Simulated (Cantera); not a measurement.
Cantera with NASA thermochemical tables; ideal gases at 1 bar, condensed phases pure. Values are per mole of reaction as written; species without (g) are pure solids or liquids, kept so even where they would boil at 1 bar. VN: taken at fixed stoichiometry.

Between 300 and 2248 K, where is each reaction favourable under standard conditions?
- V2O5 + N2(g) + 5 H2(g) → 5 H2O(g) + 2 VN
- N2(g) + 2 VO2(g) → 2 O2(g) + 2 VN


- V2O5 + N2(g) + 5 H2(g) → 5 H2O(g) + 2 VN: ΔG° is -106 kJ at 300 K and 55 kJ at 2248 K; it changes sign between 1748 and 1848 K. ΔH° is -238 kJ and ΔS° -130 J/K at 2248 K.
- N2(g) + 2 VO2(g) → 2 O2(g) + 2 VN: ΔG° is 102 kJ at 300 K and 491 kJ at 2248 K; it stays positive (K < 1). ΔH° is 106 kJ and ΔS° -172 J/K at 2248 K.
